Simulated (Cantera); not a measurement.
A Cantera script and what it prints.

```python
import numpy as np
import cantera as ct

gas_names = """
    F F2 H HF H2 H2F2 H3F3 H4F4 H5F5 H6F6 H7F7 N NF NF2 NF3 NH NH2 NH3 N2 N2H2 N2H4 Si SiF SiF2 SiF3
    SiF4 SiH SiHF3 SiH2 SiH2F2 SiH3 SiH3F SiH4 SiN Si2 Si2N Si3
""".split()
cond_names = """
    Si(cr) Si(L) Si3N4(a)
""".split()


def load(file, names, dense=False):
    # The tables refer to 1 bar. Condensed volumes are neglected.
    table = {s.name: s for s in ct.Species.list_from_file(file)}
    out = []
    for n in names:
        d = dict(table[n].input_data)
        d["thermo"] = dict(d["thermo"], **{"reference-pressure": 1e5})
        if dense:
            d["equation-of-state"] = {"model": "constant-volume", "density": "1e6 g/cm^3"}
        out.append(ct.Species.from_dict(d))
    return out


gas = ct.Solution(thermo="ideal-gas", species=load("nasa_gas.yaml", gas_names))
cond = {s.name: ct.Solution(thermo="fixed-stoichiometry", species=[s], name=s.name)
        for s in load("nasa_condensed.yaml", cond_names, dense=True)}
atoms = {
    'Si3N4': {'Si': 3, 'N': 4},
    'NF3': {'N': 1, 'F': 3},
    'H2': {'H': 2},
}
top_T = {'Si3N4(a)': 2400}  # K; cautious upper limits of use, not melting points


def equilibrate(T, P, feed):
    n = {}
    for name, mol in feed.items():
        for a, k in atoms[name].items():
            n[a] = n.get(a, 0.0) + k * mol
    gas.TPX = T, P, n
    mass = sum(n.values()) * gas.mean_molecular_weight
    gas.equilibrate("TP")
    valid = [c for c in cond.values() if c.min_temp <= T <= top_T.get(c.name, c.max_temp)]
    mix = ct.Mixture([(gas, mass / gas.mean_molecular_weight)] + [(c, 0.0) for c in valid])
    mix.T, mix.P = T, P
    mix.equilibrate("TP", solver="vcs", rtol=1e-11, max_steps=5000)
    return mix


results = []
feed = {'Si3N4': 1, 'NF3': 1.4, 'H2': 75}  # mol
for P in [1, 5.2, 27, 140, 720, 3700, 19000, 100000]:
    for T in [1023, 1073, 1123, 1173, 1223, 1273, 1323, 1373, 1423, 1473, 1523, 1573]:
        mix = equilibrate(T, P, feed)
        results.append((T, P, feed, dict(zip(mix.species_names, mix.species_moles))))

for T, P, feed, n in results:
    print(f"{T:7g} {P:10.4g}  " + (" + ".join(c for c in cond_names if n.get(c, 0) > 1e-12) or "gas only"))
```

Output:

```
   1023          1  Si3N4(a)
   1073          1  Si3N4(a)
   1123          1  Si3N4(a)
   1173          1  Si3N4(a)
   1223          1  Si3N4(a)
   1273          1  Si(cr) + Si3N4(a)
   1323          1  Si(cr)
   1373          1  Si(cr)
   1423          1  Si(cr)
   1473          1  Si(cr)
   1523          1  Si(cr)
   1573          1  Si(cr)
   1023        5.2  Si3N4(a)
   1073        5.2  Si3N4(a)
   1123        5.2  Si3N4(a)
   1173        5.2  Si3N4(a)
   1223        5.2  Si3N4(a)
   1273        5.2  Si3N4(a)
   1323        5.2  Si3N4(a)
   1373        5.2  Si(cr)
   1423        5.2  Si(cr)
   1473        5.2  Si(cr)
   1523        5.2  Si(cr)
   1573        5.2  Si(cr)
   1023         27  Si3N4(a)
   1073         27  Si3N4(a)
   1123         27  Si3N4(a)
   1173         27  Si3N4(a)
   1223         27  Si3N4(a)
   1273         27  Si3N4(a)
   1323         27  Si3N4(a)
   1373         27  Si3N4(a)
   1423         27  Si(cr)
   1473         27  Si(cr)
   1523         27  Si(cr)
   1573         27  Si(cr)
   1023        140  Si3N4(a)
   1073        140  Si3N4(a)
   1123        140  Si3N4(a)
   1173        140  Si3N4(a)
   1223        140  Si3N4(a)
   1273        140  Si3N4(a)
   1323        140  Si3N4(a)
   1373        140  Si3N4(a)
   1423        140  Si3N4(a)
   1473        140  Si3N4(a)
   1523        140  Si(cr)
   1573        140  Si(cr)
   1023        720  Si3N4(a)
   1073        720  Si3N4(a)
   1123        720  Si3N4(a)
   1173        720  Si3N4(a)
   1223        720  Si3N4(a)
   1273        720  Si3N4(a)
   1323        720  Si3N4(a)
   1373        720  Si3N4(a)
   1423        720  Si3N4(a)
   1473        720  Si3N4(a)
   1523        720  Si3N4(a)
   1573        720  Si(cr) + Si3N4(a)
   1023       3700  Si3N4(a)
   1073       3700  Si3N4(a)
   1123       3700  Si3N4(a)
   1173       3700  Si3N4(a)
   1223       3700  Si3N4(a)
   1273       3700  Si3N4(a)
   1323       3700  Si3N4(a)
   1373       3700  Si3N4(a)
   1423       3700  Si3N4(a)
   1473       3700  Si3N4(a)
   1523       3700  Si3N4(a)
   1573       3700  Si3N4(a)
   1023    1.9e+04  Si3N4(a)
   1073    1.9e+04  Si3N4(a)
   1123    1.9e+04  Si3N4(a)
   1173    1.9e+04  Si3N4(a)
   1223    1.9e+04  Si3N4(a)
   1273    1.9e+04  Si3N4(a)
   1323    1.9e+04  Si3N4(a)
   1373    1.9e+04  Si3N4(a)
   1423    1.9e+04  Si3N4(a)
   1473    1.9e+04  Si3N4(a)
   1523    1.9e+04  Si3N4(a)
   1573    1.9e+04  Si3N4(a)
   1023      1e+05  Si3N4(a)
   1073      1e+05  Si3N4(a)
   1123      1e+05  Si3N4(a)
   1173      1e+05  Si3N4(a)
   1223      1e+05  Si3N4(a)
   1273      1e+05  Si3N4(a)
   1323      1e+05  Si3N4(a)
   1373      1e+05  Si3N4(a)
   1423      1e+05  Si3N4(a)
   1473      1e+05  Si3N4(a)
   1523      1e+05  Si3N4(a)
   1573      1e+05  Si3N4(a)
```

Method: chemical equilibrium by Gibbs-energy minimisation in Cantera with the NASA 1993 tables (ideal gas, pure condensed phases). Mutual solubility and eutectic melting of coexisting phases are not modelled. The tables' values for SiF2, SiF3 are old estimates.
